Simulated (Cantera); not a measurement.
A closed system holds: 1 mol Si3N4, 2 mol F2, 8.9 mol H2, 0.5 mol O2, equilibrated at 773 K and 13300 Pa.

Cantera equilibrium calculation (NASA polynomials, part measured and part estimated; ideal gas, pure solids and liquids). Candidate condensed phases: H2O, Si, SiO2, Si2N2O, Si3N4; 58 gas species. The numbers say what is thermodynamically allowed, not how fast it happens.

Task: What is the equilibrium state?

Result: 
```
Quantity                              Value
--------------------------------  ---------
x(H2)                                 0.816
x(SiF4)                              0.0917
x(N2)                                0.0917
x(NH3)                             0.000118
x(HF)                               4.86e-5
x(SiHF3)                            2.64e-5
n(Si2N2O(s))                       1.00 mol
gas amount                        10.90 mol
log10 activity of Si(s) (absent)      -9.74
```
